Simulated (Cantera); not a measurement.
What does this Cantera script print?

```python
import numpy as np
import cantera as ct

gas = ct.Solution("gri30.yaml")
gas.TPX = 2198, 97000, {'NO': 1, 'N2': 0.75}
reactor = ct.IdealGasConstPressureReactor(gas, energy="off", clone=False)
net = ct.ReactorNet([reactor])
net.rtol, net.atol = 1e-08, 1e-18
show = ['NO', 'O2', 'NO2', 'N2O', 'N2', 'O']
times = np.geomspace(2e-06, 20, 9)

steps = ct.SolutionArray(gas, extra=["t"])
rows = []
print(f"{'t/s':>10s}{'T/K':>9s}{'P/Pa':>11s}" + "".join(f"{s:>11s}" for s in show))
for t in times:
    while net.time < t:
        t_next = net.step()
        steps.append(gas.state, t=t_next)
    rows.append([np.interp(t, steps.t, y) for y in (steps.T, steps.P, *steps(*show).X.T)])
    print(f"{t:10.3e}{rows[-1][0]:9.1f}{rows[-1][1]:11.4g}" + "".join(f"{x:11.3e}" for x in rows[-1][2:]))
rate = np.gradient(steps.T, steps.t)
print("integrator steps:", len(steps.t))
if steps.T.max() > steps.T[0] + 200:
    print(f"time of steepest temperature rise: {steps.t[rate.argmax()]:.4e} s")
gas.TPX = 2198, 97000, {'NO': 1, 'N2': 0.75}
gas.equilibrate("TP")
print(f"equilibrium (TP): T = {gas.T:.1f} K  " + "  ".join(f"{s} {gas[s].X[0]:.3e}" for s in show))
```

Result:

```
       t/s      T/K       P/Pa         NO         O2        NO2        N2O         N2          O
 2.000e-06   2198.0    9.7e+04  5.714e-01  5.373e-09  8.544e-08  2.702e-06  4.286e-01  2.658e-06
 1.500e-05   2198.0    9.7e+04  5.714e-01  2.861e-07  3.511e-06  1.929e-05  4.286e-01  1.801e-05
 1.125e-04   2198.0    9.7e+04  5.710e-01  2.078e-05  6.073e-05  1.022e-04  4.286e-01  1.298e-04
 8.434e-04   2198.0    9.7e+04  5.681e-01  1.225e-03  1.778e-04  1.665e-04  4.300e-01  3.499e-04
 6.325e-03   2198.0    9.7e+04  5.458e-01  1.227e-02  2.268e-04  1.512e-04  4.411e-01  4.497e-04
 4.743e-02   2198.0    9.7e+04  3.869e-01  9.139e-02  3.303e-04  7.112e-05  5.204e-01  8.737e-04
 3.557e-01   2198.0    9.7e+04  4.273e-02  2.634e-01  6.012e-05  1.401e-06  6.924e-01  1.403e-03
 2.667e+00   2198.0    9.7e+04  1.375e-02  2.779e-01  1.985e-05  7.134e-07  7.069e-01  1.438e-03
 2.000e+01   2198.0    9.7e+04  1.375e-02  2.779e-01  1.985e-05  7.134e-07  7.069e-01  1.438e-03
integrator steps: 1061
equilibrium (TP): T = 2198.0 K  NO 1.375e-02  O2 2.779e-01  NO2 1.985e-05  N2O 7.134e-07  N2 7.069e-01  O 1.438e-03
```

Model: GRI-Mech 3.0 (53 species, 325 reactions), integrated in Cantera.
